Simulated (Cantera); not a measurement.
An adiabatic, constant-volume homogeneous reactor starts with CH₄ : C₂H₆ : C₃H₈ : O₂ : N₂ = 1 : 0.035 : 0.82 : 7.68 : 28.9 (molar parts), equivalence ratio 0.81, at 1175 K and 1350 Torr. Integrator tolerance rtol = 1e-08.

Cantera simulation using GRI-Mech 3.0 (53 species, 325 reactions); the numbers are that mechanism's predictions, not measurements. GRI-Mech 3.0 was tuned for natural gas; its chemistry of propane as a main component is partial and can be far from experiment.

What does this change do: 1.5 parts H2 added?


```tsv
quantity	before	after
time of steepest temperature rise	7.76 ms	1.96 ms
temperature at 3.00 s	2785 K	2856 K
equilibrium temperature	2785 K	2856 K
x(CH₄) at 3.00 s	<1e-12 (gas-phase equilibrium <1e-12)	<1e-12 (gas-phase equilibrium <1e-12)
x(C₂H₆) at 3.00 s	<1e-12 (gas-phase equilibrium <1e-12)	<1e-12 (gas-phase equilibrium <1e-12)
x(C₃H₈) at 3.00 s	<1e-12 (gas-phase equilibrium <1e-12)	<1e-12 (gas-phase equilibrium <1e-12)
x(H₂) at 3.00 s	0.00598 (gas-phase equilibrium 0.00598)	0.0114 (gas-phase equilibrium 0.0114)
x(O) at 3.00 s	0.00473 (gas-phase equilibrium 0.00473)	0.00510 (gas-phase equilibrium 0.00510)
x(CH₂O) at 3.00 s	2.44e-10 (gas-phase equilibrium 2.44e-10)	6.38e-10 (gas-phase equilibrium 6.38e-10)
x(C₂H₂) at 3.00 s	<1e-12 (gas-phase equilibrium <1e-12)	<1e-12 (gas-phase equilibrium <1e-12)
```
